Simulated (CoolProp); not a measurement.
Aqueous methanol as a coolant, 35 % by mass, freezing at -31.9 °C, 1 atm.

Computed with CoolProp (Melinder's fits for secondary coolants).

```json
[
 {"T (°C)": "-30.7", "cp (kJ/(kg K))": "3.426", "Prandtl number": "155", "conductivity (W/(m K))": "[?]", "viscosity (mPa s)": "17.1"},
 {"T (°C)": "-20.5", "cp (kJ/(kg K))": "3.555", "Prandtl number": "88.3", "conductivity (W/(m K))": "0.384", "viscosity (mPa s)": "9.53"},
 {"T (°C)": "-10.3", "cp (kJ/(kg K))": "3.671", "Prandtl number": "54.1", "conductivity (W/(m K))": "0.390", "viscosity (mPa s)": "5.74"},
 {"T (°C)": "-0.2", "cp (kJ/(kg K))": "3.771", "Prandtl number": "35.4", "conductivity (W/(m K))": "[?]", "viscosity (mPa s)": "[?]"},
 {"T (°C)": "10", "cp (kJ/(kg K))": "3.852", "Prandtl number": "24.3", "conductivity (W/(m K))": "0.402", "viscosity (mPa s)": "2.54"},
 {"T (°C)": "20.2", "cp (kJ/(kg K))": "3.912", "Prandtl number": "17.4", "conductivity (W/(m K))": "0.408", "viscosity (mPa s)": "1.82"},
 {"T (°C)": "30.3", "cp (kJ/(kg K))": "[?]", "Prandtl number": "13.0", "conductivity (W/(m K))": "0.415", "viscosity (mPa s)": "1.36"}
]
```

Complete the blanks.


- -30.7, conductivity (W/(m K)): 0.378
- -0.2, conductivity (W/(m K)): 0.396
- -0.2, viscosity (mPa s): 3.72
- 30.3, cp (kJ/(kg K)): 3.946
